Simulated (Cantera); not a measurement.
Charge: 1 mol V, 12 mol N2O, held at 13.3 mbar.

Method: chemical equilibrium by Gibbs-energy minimisation in Cantera with the NASA 1993 tables (ideal gas, pure condensed phases). Candidate condensed phases: V, VN, VO, V2O3, V2O4, V2O5; 13 gas species. Condensed phases not in the tables: the oxides between V2O3 and V2O5 other than VO2. Equilibrium is a limit: real reactors are often held back by kinetics, nucleation or transport.

x: gas mole fraction; n: condensed amount in mol.

```tsv
T (K)	x N2	x O2	x O	x VO2	x NO	x VO	n V2O4(s)	n V2O4(l)
1598	0.705	0.293	6.64e-5	6.37e-5	0.00214	…	0.499	0
1698	0.704	0.292	0.000205	0.000455	0.00321	…	0.496	0
1798	0.702	0.291	0.000558	0.00258	0.00458	…	0.478	0
1898	0.695	0.287	0.00136	0.0103	0.00626	…	0	0.412
1998	0.677	0.278	0.00301	0.0338	0.00813	…	0	0.202
2098	0.659	0.269	0.00616	0.0554	0.0102	…	0	0
2198	0.656	0.264	0.0119	0.0552	0.0129	…	0	0
2298	0.652	0.256	0.0215	0.0549	0.0157	…	0	0
2398	0.645	0.245	0.0368	0.0545	0.0186	…	0	0
2498	0.636	0.229	0.0595	0.0538	0.0215	…	0	0
2598	0.624	0.208	0.0910	0.0528	0.0240	…	0	0
2698	0.610	0.181	0.132	0.0515	0.0259	…	0	0
```

**Question.** Fill in the missing entries.

**Answer.** 
- 1598, x VO: 5.64e-12
- 1698, x VO: 1.97e-10
- 1798, x VO: 4.59e-9
- 1898, x VO: 6.49e-8
- 1998, x VO: 6.76e-7
- 2098, x VO: 3.14e-6
- 2198, x VO: 8.04e-6
- 2298, x VO: 1.90e-5
- 2398, x VO: 4.21e-5
- 2498, x VO: 8.82e-5
- 2598, x VO: 0.000176
- 2698, x VO: 0.000341
